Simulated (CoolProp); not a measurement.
Saturated liquid density (kg/m³) of hydrogen sulfide: the reference equation beside estimates from Tc = 100.0 °C, pc = 8999 kPa, ω = 0.101. Rackett uses Z = 0.29056 − 0.08775 ω.

The numbers come from the reference Helmholtz-energy equation of state, Lemmon 2006 in CoolProp. It is a short technical equation, of lower accuracy than the large ones.

```csv
T (°C),reference,Rackett,van der Waals,Soave-Redlich-Kwong
10.55,809.7,814.6,532.7,771.5
14.15,801.4,806.6,527.3,762.0
17.75,792.9,…,521.7,752.2
21.45,784.0,790.0,…,741.9
25.05,775.1,781.5,…,731.5
28.65,766.0,772.8,504.0,720.9
32.25,756.6,763.9,497.8,709.9
35.85,747.0,754.7,491.5,698.6
39.45,737.1,745.3,485.0,686.9
43.05,…,735.6,…,674.8
46.65,716.3,725.6,471.3,662.3
50.25,705.4,715.3,464.0,…
53.85,…,…,456.6,635.7
57.45,682.1,693.3,448.8,621.6
```

### Question
Complete the blanks.

### Answer

- 17.75, Rackett: 798.5
- 21.45, van der Waals: 515.8
- 25.05, van der Waals: 510.0
- 43.05, reference: 726.9
- 43.05, van der Waals: 478.2
- 50.25, Soave-Redlich-Kwong: 649.3
- 53.85, reference: 694.0
- 53.85, Rackett: 704.5

Absolute difference from the reference over all 14 rows, mean and median: Rackett 1.0 and 1.0 %, van der Waals 34.2 and 34.2 %, Soave-Redlich-Kwong 6.5 and 6.3 %.
